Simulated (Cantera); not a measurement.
Charge: 1 mol HI, 0.051 mol H2O, at 375 °C and 13300 Pa.

These are equilibrium values from Cantera (NASA tables, ideal gas, pure condensed phases), not measurements of a reactor. Candidate condensed phases: H2O, I2; 12 gas species. Rates play no part.

Base state: HI 0.765, H2 0.0934, I2 0.0932, H2O 0.0485, I 0.000312 (mole fractions); condensed: gas only.

**Question.** What changes in the equilibrium state with this change: temperature from 375 °C to 2877 °C?

**Answer.** 
```tsv
species	before	after
I	0.000312	0.547
H	<1e-9	0.263
H2	0.0934	0.154
HI	0.765	0.00705
I2	0.0932	3.63e-5
H2O	0.0485	0.0122
O	<1e-9	0.00792
OH	<1e-9	0.00770
O2	<1e-9	0.000245
```
